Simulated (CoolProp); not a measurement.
n-undecane along the isobar 1.01 bar: Z from the reference equation and from simpler models built on Tc = 638.8 K, pc = 19.90 bar, ω = 0.539; each cubic takes its own stable root.

Model: reference Helmholtz-energy equation of state, Aleksandrov 2011, in CoolProp. It is a short technical equation, of lower accuracy than the large ones.

```json
[
 {"T (K)": "492.5", "phase": "gas", "reference": "0.9446"},
 {"T (K)": "508.4", "phase": "gas", "reference": "0.9516"},
 {"T (K)": "524.4", "phase": "gas", "reference": "0.9574"},
 {"T (K)": "540.3", "phase": "gas", "reference": "0.9622"},
 {"T (K)": "556.3", "phase": "gas", "reference": "0.9663"},
 {"T (K)": "572.2", "phase": "gas", "reference": "0.9698"},
 {"T (K)": "588.1", "phase": "gas", "reference": "0.9728"},
 {"T (K)": "604.1", "phase": "gas", "reference": "0.9754"},
 {"T (K)": "620", "phase": "gas", "reference": "0.9777"}
]
```

### Question
How far does each simpler model (van der Waals, Redlich-Kwong, Peng-Robinson) lie from the reference over these 9 states: mean and median of the absolute difference, and the worst?

### Answer
- van der Waals: mean 1.5 %, median 1.3 %, worst +2.8 % at 492.5 K and 1.01 bar
- Redlich-Kwong: mean 0.9 %, median 0.8 %, worst +2.0 % at 492.5 K and 1.01 bar
- Peng-Robinson: mean 0.3 %, median 0.2 %, worst +0.9 % at 492.5 K and 1.01 bar
